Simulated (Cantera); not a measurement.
Cantera run:

```python
import numpy as np
import cantera as ct

gas_names = [...]  # 95 gases of nasa_gas.yaml made of C, F, H
cond_names = """
    C(gr) C6H6(L) C7H8(L) C8H18(L),n-octa
""".split()


# ... load() reads the species with a 1 bar reference pressure and builds the phases ...
atoms = {
    'C2F6': {'C': 2, 'F': 6},
    'H2': {'H': 2},
}
top_T = {'C(gr)': 4500}  # K; cautious upper limits of use, not melting points


# ... equilibrate(T, P, feed) seeds the gas with the atoms and calls Mixture.equilibrate('TP', solver="gibbs", rtol=1e-10, max_steps=50000) ...
results = []
feed = {'C2F6': 1, 'H2': 0.22}  # mol
for P in [1, 5.2, 27, 140, 720, 3700, 19000, 100000]:
    for T in [2573, 2648, 2723, 2798, 2873, 2948, 3023, 3098, 3173, 3248, 3323, 3398]:
        mix = equilibrate(T, P, feed)
        results.append((T, P, feed, dict(zip(mix.species_names, mix.species_moles))))

for T, P, feed, n in results:
    print(f"{T:7g} {P:10.4g}  " + (" + ".join(c for c in cond_names if n.get(c, 0) > 1e-12) or "gas only"))
```

Output:

```
   2573          1  gas only
   2648          1  gas only
   2723          1  gas only
   2798          1  gas only
   2873          1  gas only
   2948          1  gas only
   3023          1  gas only
   3098          1  gas only
   3173          1  gas only
   3248          1  gas only
   3323          1  gas only
   3398          1  gas only
   2573        5.2  C(gr)
   2648        5.2  gas only
   2723        5.2  gas only
   2798        5.2  gas only
   2873        5.2  gas only
   2948        5.2  gas only
   3023        5.2  gas only
   3098        5.2  gas only
   3173        5.2  gas only
   3248        5.2  gas only
   3323        5.2  gas only
   3398        5.2  gas only
   2573         27  C(gr)
   2648         27  C(gr)
   2723         27  C(gr)
   2798         27  gas only
   2873         27  gas only
   2948         27  gas only
   3023         27  gas only
   3098         27  gas only
   3173         27  gas only
   3248         27  gas only
   3323         27  gas only
   3398         27  gas only
   2573        140  C(gr)
   2648        140  C(gr)
   2723        140  C(gr)
   2798        140  C(gr)
   2873        140  C(gr)
   2948        140  gas only
   3023        140  gas only
   3098        140  gas only
   3173        140  gas only
   3248        140  gas only
   3323        140  gas only
   3398        140  gas only
   2573        720  C(gr)
   2648        720  C(gr)
   2723        720  C(gr)
   2798        720  C(gr)
   2873        720  C(gr)
   2948        720  C(gr)
   3023        720  C(gr)
   3098        720  gas only
   3173        720  gas only
   3248        720  gas only
   3323        720  gas only
   3398        720  gas only
   2573       3700  C(gr)
   2648       3700  C(gr)
   2723       3700  C(gr)
   2798       3700  C(gr)
   2873       3700  C(gr)
   2948       3700  C(gr)
   3023       3700  C(gr)
   3098       3700  C(gr)
   3173       3700  gas only
   3248       3700  gas only
   3323       3700  gas only
   3398       3700  gas only
   2573    1.9e+04  C(gr)
   2648    1.9e+04  gas only
   2723    1.9e+04  gas only
   2798    1.9e+04  C(gr)
   2873    1.9e+04  C(gr)
   2948    1.9e+04  C(gr)
   3023    1.9e+04  C(gr)
   3098    1.9e+04  C(gr)
   3173    1.9e+04  C(gr)
   3248    1.9e+04  C(gr)
   3323    1.9e+04  gas only
   3398    1.9e+04  gas only
   2573      1e+05  C(gr)
   2648      1e+05  C(gr)
   2723      1e+05  C(gr)
   2798      1e+05  gas only
   2873      1e+05  gas only
   2948      1e+05  gas only
   3023      1e+05  gas only
   3098      1e+05  gas only
   3173      1e+05  gas only
   3248      1e+05  gas only
   3323      1e+05  gas only
   3398      1e+05  gas only
```

Cantera equilibrium calculation (NASA polynomials, part measured and part estimated; ideal gas, pure solids and liquids). The feed counts by its element totals alone.
